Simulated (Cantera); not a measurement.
A freely propagating, adiabatic, planar premixed flame of CH₄ : H₂ : O₂ : N₂ : H₂O = 1 : 0.072 : 2.1 : 8.4 : 3 (molar parts), equivalence ratio 0.97, unburnt at 523 K and 0.720 bar; multicomponent transport, grid criteria slope 0.08 and curve 0.16, no radiation.

Cantera simulation using GRI-Mech 3.0 (53 species, 325 reactions); the numbers are that mechanism's predictions, not measurements. Burning velocities carry a grid error of a few per cent, more on coarse grids.

x: mole fraction of selected species; z is measured from the peak of heat release.

```json
[
 {"z (mm)": "-3.08", "T (K)": "523", "u (m/s)": "0.411", "x CH₄": "0.0686", "x H₂": "0.00555", "x O₂": "0.144", "x HO₂": "4.39e-8", "x H": "<1e-8", "x NO": "<1e-8"},
 {"z (mm)": "-2.05", "T (K)": "527", "u (m/s)": "0.414", "x CH₄": "0.0683", "x H₂": "0.00662", "x O₂": "0.144", "x HO₂": "5.70e-7", "x H": "<1e-8", "x NO": "<1e-8"},
 {"z (mm)": "-1.54", "T (K)": "539", "u (m/s)": "0.424", "x CH₄": "0.0677", "x H₂": "0.00783", "x O₂": "0.143", "x HO₂": "2.64e-6", "x H": "<1e-8", "x NO": "<1e-8"},
 {"z (mm)": "-1.03", "T (K)": "[?]", "u (m/s)": "0.480", "x CH₄": "0.0641", "x H₂": "[?]", "x O₂": "0.138", "x HO₂": "[?]", "x H": "<1e-8", "x NO": "[?]"},
 {"z (mm)": "-0.513", "T (K)": "935", "u (m/s)": "0.745", "x CH₄": "0.0455", "x H₂": "0.0136", "x O₂": "0.111", "x HO₂": "8.09e-5", "x H": "1.11e-5", "x NO": "7.47e-7"},
 {"z (mm)": "-0.257", "T (K)": "1259", "u (m/s)": "1.01", "x CH₄": "0.0248", "x H₂": "0.0155", "x O₂": "0.0794", "x HO₂": "9.37e-5", "x H": "0.000163", "x NO": "1.82e-6"},
 {"z (mm)": "0", "T (K)": "1575", "u (m/s)": "1.26", "x CH₄": "[?]", "x H₂": "0.0153", "x O₂": "[?]", "x HO₂": "[?]", "x H": "[?]", "x NO": "[?]"},
 {"z (mm)": "0.257", "T (K)": "1698", "u (m/s)": "1.35", "x CH₄": "0.000140", "x H₂": "0.0121", "x O₂": "0.0221", "x HO₂": "1.12e-5", "x H": "0.00289", "x NO": "5.49e-6"},
 {"z (mm)": "0.513", "T (K)": "1746", "u (m/s)": "1.39", "x CH₄": "2.11e-6", "x H₂": "0.0108", "x O₂": "0.0169", "x HO₂": "7.17e-6", "x H": "0.00285", "x NO": "6.46e-6"},
 {"z (mm)": "1.03", "T (K)": "1802", "u (m/s)": "1.43", "x CH₄": "<1e-8", "x H₂": "0.00932", "x O₂": "0.0136", "x HO₂": "4.79e-6", "x H": "0.00203", "x NO": "7.29e-6"},
 {"z (mm)": "2.05", "T (K)": "1857", "u (m/s)": "1.47", "x CH₄": "<1e-8", "x H₂": "0.00704", "x O₂": "0.0108", "x HO₂": "2.82e-6", "x H": "0.00112", "x NO": "8.08e-6"},
 {"z (mm)": "4.11", "T (K)": "1900", "u (m/s)": "1.50", "x CH₄": "<1e-8", "x H₂": "0.00473", "x O₂": "0.00850", "x HO₂": "1.48e-6", "x H": "0.000521", "x NO": "8.96e-6"},
 {"z (mm)": "8.21", "T (K)": "1929", "u (m/s)": "1.52", "x CH₄": "<1e-8", "x H₂": "0.00298", "x O₂": "0.00691", "x HO₂": "7.49e-7", "x H": "0.000228", "x NO": "9.94e-6"}
]
```

Q: Some entries are withheld; supply them.

A: 
- -1.03, T (K): 608
- -1.03, x H₂: 0.0101
- -1.03, x HO₂: 1.75e-5
- -1.03, x NO: 5.87e-8
- 0, x CH₄: 0.00463
- 0, x O₂: 0.0411
- 0, x HO₂: 5.08e-5
- 0, x H: 0.00142
- 0, x NO: 3.54e-6
